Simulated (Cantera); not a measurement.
# Reactions in the system C-O-Ta

Source: NASA polynomial tables (part measured, part estimated), evaluated in Cantera. Values are per mole of reaction as written; species without (g) are pure solids or liquids, kept so even where they would boil at 1 bar. TaC: taken at fixed stoichiometry.

6 CO(g) + 3 Ta₂O₅ ⇌ 7 O₃(g) + 6 TaC

```tsv
T (K)	ΔH° (kJ)	ΔS° (J/K)	ΔG° (kJ)	log10 K
300	6929.0	311.4	6835.6	-1190.16
375	6923.4	294.6	6812.9	-948.97
575	6912.7	271.3	6756.7	-613.78
775	6904.0	258.4	6703.8	-451.82
975	6894.5	247.5	6653.2	-356.43
1175	6883.8	237.5	6604.7	-293.61
1375	6872.4	228.5	6558.1	-249.13
1575	6863.0	222.1	6513.1	-216.00
1775	6857.8	219.0	6469.1	-190.37
1975	6858.3	219.2	6425.3	-169.93
```

Ta₂O₅ + 5 TaC ⇌ 5 CO(g) + 7 Ta

| T (K) | ΔH° (kJ) | ΔS° (J/K) | ΔG° (kJ) | log10 K |
|---|---|---|---|---|
| 300 | 2213.8 | 923.5 | 1936.8 | -337.22 |
| 375 | 2213.1 | 921.6 | 1867.5 | -260.13 |
| 575 | 2205.1 | 904.8 | 1684.8 | -153.05 |
| 775 | 2192.5 | 886.1 | 1505.7 | -101.48 |
| 975 | 2178.2 | 869.8 | 1330.2 | -71.26 |
| 1175 | 2162.5 | 855.2 | 1157.7 | -51.46 |
| 1375 | 2145.9 | 842.2 | 988.0 | -37.53 |
| 1575 | 2128.6 | 830.4 | 820.8 | -27.22 |
| 1775 | 2110.5 | 819.6 | 655.8 | -19.30 |
| 1975 | 2091.9 | 809.6 | 492.9 | -13.03 |

5 CO(g) + Ta₂O₅ ⇌ 5 CO₂(g) + 2 Ta

```
T (K)  ΔH° (kJ)  ΔS° (J/K)  ΔG° (kJ)  log10 K
-----  --------  ---------  --------  -------
300       631.0       20.1     625.0  -108.82
375       628.0       11.0     623.8   -86.89
575       621.6       -2.8     623.2   -56.61
775       616.7      -10.1     624.5   -42.09
975       612.3      -15.2     627.1   -33.60
1175      608.2      -19.0     630.5   -28.03
1375      604.3      -22.1     634.6   -24.11
1575      600.6      -24.6     639.3   -21.20
1775      597.2      -26.6     644.4   -18.96
1975      594.0      -28.3     649.9   -17.19
```
